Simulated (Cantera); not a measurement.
## Equilibrium for carbothermic reduction: PbO + C + CO

Charge: 1 mol PbO, 0.81 mol C, 0.017 mol CO, held at 1.40 mbar.

Method: chemical equilibrium by Gibbs-energy minimisation in Cantera with the NASA 1993 tables (ideal gas, pure condensed phases). Candidate condensed phases: C, Pb, PbO, PbO2, Pb3O4; 15 gas species. Rates play no part.

From 1100 K to 1200 K the condensed part is Pb(l). From 1300 K to 2200 K nothing is condensed. The main Pb-bearing gas is Pb throughout.

```tsv
T (K)	x CO	x Pb	x CO2	x PbO	x O	x O2	n Pb(l)
1100	0.704	0.0865	0.210	2.76e-7	<1e-12	<1e-12	0.922
1200	0.416	0.459	0.124	6.07e-6	<1e-12	<1e-12	0.297
1300	0.349	0.547	0.104	2.40e-5	5.76e-12	1.49e-12	0
1400	0.349	0.547	0.104	6.67e-5	1.98e-10	6.10e-11	0
1500	0.349	0.547	0.104	0.000161	4.22e-9	1.52e-9	0
1600	0.349	0.547	0.104	0.000347	6.13e-8	2.50e-8	0
1700	0.349	0.547	0.103	0.000678	6.48e-7	2.95e-7	0
1800	0.350	0.546	0.103	0.00122	5.25e-6	2.61e-6	0
1900	0.351	0.545	0.102	0.00205	3.39e-5	1.81e-5	0
2000	0.352	0.544	0.100	0.00323	0.000180	0.000101	0
2100	0.355	0.542	0.0974	0.00474	0.000799	0.000462	0
2200	0.360	0.538	0.0909	0.00637	0.00294	0.00166	0
```
x: gas mole fraction; n: condensed amount in mol.
